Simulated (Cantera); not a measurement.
## Premixed flame

A freely propagating, adiabatic, planar premixed flame of H2 : O2 : N2 = 1 : 0.2 : 0.82 (molar parts), equivalence ratio 2.5, unburnt at 600 K and 488 Torr; mixture-averaged transport, grid criteria slope 0.08 and curve 0.16, no radiation.

Cantera simulation using the H2/O2 subset of GRI-Mech 3.0, which has no nitrogen chemistry; the numbers are that mechanism's predictions, not measurements. Burning velocities carry a grid error of a few per cent, more on coarse grids.

```tsv
z (mm)	T (K)	u (m/s)	x H2	x O2	x O	x HO2	x H2O	x H
-2.50	600	7.72	0.495	0.0990	<1e-8	<1e-8	<1e-8	<1e-8
-1.66	600	7.72	0.495	0.0990	<1e-8	<1e-8	<1e-8	<1e-8
-1.25	600	7.72	0.495	0.0990	<1e-8	1.12e-8	<1e-8	<1e-8
-0.832	600	7.72	0.495	0.0990	<1e-8	1.87e-6	2.97e-7	3.88e-7
-0.416	630	8.06	0.491	0.0986	1.88e-5	0.000156	0.00167	0.000630
-0.208	829	10.4	0.460	0.0921	0.000301	8.81e-5	0.0202	0.0109
0	1185	14.5	0.363	0.0552	0.00240	3.65e-5	0.0989	0.0543
0.208	1415	17.2	0.286	0.0112	0.00174	7.26e-6	0.184	0.0866
0.416	1509	18.3	0.274	0.00159	0.000731	9.76e-7	0.204	0.0869
0.832	1604	19.3	0.280	0.000213	0.000508	1.30e-7	0.208	0.0758
1.66	1707	20.4	0.289	0.000129	0.000396	7.94e-8	0.210	0.0613
3.33	1810	21.5	0.299	8.32e-5	0.000264	5.29e-8	0.212	0.0462
6.66	1901	22.4	0.308	4.54e-5	0.000148	3.15e-8	0.214	0.0326
```
x: mole fraction of selected species; z is measured from the peak of heat release.

```json
{
 "laminar_burning_velocity": "772 cm/s",
 "thermal_thickness": "0.832 mm",
 "peak x(O)": "0.00269",
 "peak x(HO2)": "0.000156",
 "peak x(H)": "0.0887",
 "grid_points": "135"
}
```
